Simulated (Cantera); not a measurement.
Input: 1 mol SiCl4, 9.3 mol H2, 2.8 mol HCl, at 0.133 bar.

These are equilibrium values from Cantera (NASA tables, ideal gas, pure condensed phases), not measurements of a reactor. Candidate condensed phases: Si; 19 gas species. The tables' values for SiCl3 are old estimates; treat these amounts as uncertain. Rates play no part.

x: gas mole fraction; nothing condenses.

```csv
T (K),x H2,x HCl,x SiCl4,x SiCl2,x SiCl3,x SiHCl3,x SiH2Cl2
1075,0.707,0.217,0.0729,3.64e-5,0.000409,0.00295,1.39e-5
1125,0.705,0.219,0.0712,0.000153,0.000940,0.00398,2.73e-5
1175,0.702,0.222,0.0685,___,0.00196,___,___
1225,0.698,0.226,0.0644,0.00169,0.00371,0.00619,7.94e-5
1275,0.690,0.234,0.0581,0.00439,0.00626,0.00690,0.000114
1325,0.679,0.246,0.0494,0.00948,0.00928,0.00697,0.000141
1375,0.664,0.262,0.0390,0.0171,0.0120,0.00631,0.000151
1425,0.648,0.279,___,___,0.0138,___,0.000143
1475,0.633,0.294,0.0191,0.0357,0.0142,0.00389,0.000124
```

**Question.** What belongs in the gaps?

**Answer.** 
- 1425, x SiCl4: 0.0284
- 1425, x SiCl2: 0.0263
- 1425, x SiHCl3: 0.00517
- 1175, x SiCl2: 0.000550
- 1175, x SiHCl3: 0.00512
- 1175, x SiH2Cl2: 4.90e-5
